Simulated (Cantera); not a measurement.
An isothermal plug-flow reactor at 1050 K and 100000 Pa (inlet), inlet velocity 0.89 m/s, active area per volume 27 1/m; feed 0.323 % CH4, 5.26 % O2, 94.4 % N2, equivalence ratio 0.12.

Computed with Cantera and Deutschmann's 1995 Pt surface mechanism with GRI-Mech 3.0 gas chemistry. Catalytic surfaces can have several steady states; this one follows from the mechanism file's or the stated starting coverage. Mass transfer to the wall is taken as infinitely fast.

Task: Predict: x(CH4) at z = 0.049 m; x(O2) at z = 0.049 m; x(H2O) at z = 0.049 m; x(CO2) at z = 0.049 m; x(CO) at z = 0.049 m; θ(free Pt) at the exit; θ(O*) at the exit.

Result: 
- x(CH4) at z = 0.049 m: 0.00248
- x(O2) at z = 0.049 m: 0.0511
- x(H2O) at z = 0.049 m: 0.00147
- x(CO2) at z = 0.049 m: 0.000733
- x(CO) at z = 0.049 m: 1.81e-6
- θ(free Pt) at the exit: 0.292
- θ(O*) at the exit: 0.707
